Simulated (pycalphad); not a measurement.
Computed with pycalphad from the COST 507 light-alloy database (1999), at 1 atm. The data set is of 1999 and partly superseded.

Molar enthalpy of Al-1.8Si-0.32Mn (at.%) in equilibrium (SER reference):

```csv
T (°C),H (kJ/mol),phases
1577,58.12,liquid
1502,55.74,liquid
1427,53.37,liquid
1352,50.99,liquid
1277,48.61,liquid
1202,46.23,liquid
1127,43.85,liquid
1052,41.47,liquid
977,39.09,liquid
902,36.72,liquid
827,34.34,liquid
752,31.96,liquid
677,29.59,liquid
652,28.80,liquid
602,17.31,fcc + liquid + ALMNSI_ALPHA
552,14.73,fcc + ALMNSI_ALPHA + diamond (Si)
527,13.84,fcc + ALMNSI_ALPHA + diamond (Si)
452,11.33,fcc + ALMNSI_ALPHA + diamond (Si)
377,9.02,fcc + ALMNSI_ALPHA + diamond (Si)
302,6.84,fcc + ALMNSI_ALPHA + diamond (Si)
227,4.77,fcc + ALMNSI_ALPHA + diamond (Si)
```

Cooling from 652 °C to 552 °C, across the freezing range, releases 14.1 kJ/mol, or 519 J/g. The slope is 32 J/(mol K) in the liquid and 36 J/(mol K) just below the solidus, where it includes any heat of precipitation. Liquidus 649 °C, solidus 576 °C. Changes were sought between steps of 25 K, so a narrower field can be missed.

Database names, with the compositions (at.%) that they take in these runs: ALMNSI_ALPHA: Al 70 Mn 17 Si 12.
